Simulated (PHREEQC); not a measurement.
Dissolve 0.0064 mol NaCl, 0.42 mol MgCl2 and 0.0028 mol ZnBr2 per kg of water at 40 °C. Closed to the air; pH follows from the charge balance.

Equilibrium calculation in PHREEQC: ion-association model, phreeqc.dat.

```
Property                 Result
-----------------  ------------
pH                         5.70
ionic strength     1.27 mol/kgw
activity of water         0.978
density             1.025 g/cm³
```

```tsv
species	molality	activity	log γ
Cl-	0.843	0.497	-0.229
Mg+2	0.420	0.127	-0.520
Na+	0.00640	0.00474	-0.130
Br-	0.00560	0.00295	-0.279
Zn+2	0.00124	0.000186	-0.825
ZnCl+	0.000805	0.000466	-0.237
ZnCl4-2	0.000291	4.36e-5	-0.825
ZnCl3-	0.000270	0.000156	-0.237
ZnCl2	0.000192	0.000257	0.127
H+	2.72e-6	1.99e-6	-0.136
```

Precipitation was switched off in this run. Ionic strength above about 0.7 mol/kgw puts this run outside the model's range. Complexes and solids missing from the database can't appear. At this temperature some constants are extrapolated from 25 °C, and those without enthalpy data are left unchanged.
